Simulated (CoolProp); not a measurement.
A simple Rankine cycle with propyne: condensing at 292.15 K, boiler at 4.59 MPa, turbine inlet 395.5 K, turbine efficiency 0.8, pump efficiency 0.7, no recuperator. Each further row changes one setting.

Model: reference Helmholtz-energy equation of state, Polt 1992, in CoolProp. This equation is an older, rougher fit; its heat capacities, sound speeds and derivatives of the liquid may be far off and weren't checked against measurements.

| case | thermal efficiency (%) | net work (kJ/kg) | heat in (kJ/kg) | turbine exit temperature (K) | volume ratio over the turbine |
|---|---|---|---|---|---|
| as stated | [?] | [?] | 522 | 292.1 | 10.4 |
| turbine inlet 415.5 K | 16.0 | 95.7 | [?] | 307.6 | [?] |
| condensing temperature 284.15 K | 16.4 | 88.8 | 540 | 284.1 | 13.2 |
| boiler pressure 3.21 MPa | [?] | [?] | 587 | [?] | 6.35 |
| turbine efficiency 0.7 | 13.1 | [?] | 522 | 292.1 | 10.7 |

**Question.** What belongs in the gaps?

**Answer.** 
- as stated, thermal efficiency (%): 15.2
- as stated, net work (kJ/kg): 79.3
- turbine inlet 415.5 K, heat in (kJ/kg): 596
- turbine inlet 415.5 K, volume ratio over the turbine: 9.37
- boiler pressure 3.21 MPa, thermal efficiency (%): 14.2
- boiler pressure 3.21 MPa, net work (kJ/kg): 83.6
- boiler pressure 3.21 MPa, turbine exit temperature (K): 309.3
- turbine efficiency 0.7, net work (kJ/kg): 68.2

The expansion ends wet for: as stated; condensing temperature 284.15 K; turbine efficiency 0.7.
